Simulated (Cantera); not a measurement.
Charge: 1 mol PbO, 90 mol H₂, 0.35 mol N₂, held at 825 K and 12.0 Pa.

Equilibrium computed with Cantera from the NASA thermochemical tables; the gas is ideal and each condensed phase is pure. Candidate condensed phases: H₂O, Pb, PbO, PbO₂, Pb₃O₄; 27 gas species. The numbers say what is thermodynamically allowed, not how fast it happens.

Base state: H₂ 0.984, H₂O 0.0111, N₂ 0.00387, Pb 0.00120 (mole fractions); condensed: Pb(l).

**Question.** What changes in the equilibrium state with this change: pressure from 12.0 Pa to 13300 Pa?

**Answer.** 
```csv
species,before,after
H₂,0.984,0.985
H₂O,0.0111,0.0111
N₂,0.00387,0.00386
Pb,0.00120,1.08e-6
NH₃,1.70e-8,1.90e-5
"Pb(l), mol",0.892,1.000
```
